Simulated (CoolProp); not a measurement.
Isohexane along the isotherm 380.9 K: Z from the reference equation and from simpler models built on Tc = 497.7 K, pc = 3.043 MPa, ω = 0.280; each cubic takes its own stable root.

The numbers come from the reference Helmholtz-energy equation of state, Lemmon 2006 in CoolProp. It is a short technical equation, of lower accuracy than the large ones.

```tsv
p (MPa)	phase	reference	van der Waals	Redlich-Kwong	Soave-Redlich-Kwong	Peng-Robinson
0.00481	gas	0.9986	0.9991	0.9989	0.9987	0.9987
0.00812	gas	0.9977	0.9985	0.9981	0.9979	0.9978
0.0137	gas	0.9961	0.9975	0.9967	0.9964	0.9962
0.0231	gas	0.9934	0.9958	0.9945	0.9940	0.9936
0.039	gas	0.9888	0.9928	0.9907	0.9898	0.9891
0.0659	gas	0.9809	0.9878	0.9842	0.9826	0.9816
0.111	gas	0.9674	0.9793	0.9731	0.9704	0.9687
0.188	gas	0.9435	0.9644	0.9537	0.9489	0.9460
0.317	gas	0.9004	0.9385	0.9197	0.9110	0.9060
0.534	liquid	0.02571	0.8914	0.8567	0.02845	0.02509
0.901	liquid	0.04331	0.7970	0.05031	0.04784	0.04221
1.52	liquid	0.07285	0.1202	0.08421	0.08028	0.07087
```

At some of these states van der Waals, Redlich-Kwong gives the other phase, because its saturation line lies elsewhere.
